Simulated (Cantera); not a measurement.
Charge: 1 mol Ta2O5, 88 mol H2, held at 90000 Pa.

Cantera equilibrium calculation (NASA polynomials, part measured and part estimated; ideal gas, pure solids and liquids). Candidate condensed phases: H2O, Ta, Ta2O5; 12 gas species. Mutual solubility and eutectic melting of coexisting phases are not modelled. Condensed phases not in the tables: N, O or C dissolved in the metal. Rates play no part.

Q: At 1377 °C, list the 3 most abundant gas species with their mole fractions, and the condensed phases.

A: H2 1.000, H2O 0.000280, H 9.57e-5. Condensed: Ta(s) + Ta2O5(s).
